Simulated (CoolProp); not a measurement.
A simple Rankine cycle with hexamethyldisiloxane (MM): condensing at 311.15 K, boiler at 0.471 MPa, turbine inlet 439.2 K, turbine efficiency 0.75, pump efficiency 0.7, no recuperator. Each further row changes one setting.

Computed with CoolProp (reference Helmholtz-energy equation of state, Thol 2016).

```tsv
case	thermal efficiency (%)	net work (kJ/kg)	heat in (kJ/kg)	turbine exit temperature (K)	volume ratio over the turbine
as stated	13.3	56.4	425	399.6	(withheld)
turbine inlet 459.2 K	12.9	(withheld)	465	420.1	48.6
condensing temperature 303.15 K	14.1	(withheld)	(withheld)	(withheld)	72.7
boiler pressure 0.33 MPa	12.2	(withheld)	430	(withheld)	33.1
turbine efficiency 0.65	11.5	48.8	425	(withheld)	50.8
```

**Question.** Fill in the missing entries.

**Answer.** 
- as stated, volume ratio over the turbine: 50.2
- turbine inlet 459.2 K, net work (kJ/kg): 59.8
- condensing temperature 303.15 K, net work (kJ/kg): 62.0
- condensing temperature 303.15 K, heat in (kJ/kg): 440
- condensing temperature 303.15 K, turbine exit temperature (K): 396.4
- boiler pressure 0.33 MPa, net work (kJ/kg): 52.6
- boiler pressure 0.33 MPa, turbine exit temperature (K): 404.9
- turbine efficiency 0.65, turbine exit temperature (K): 403.9
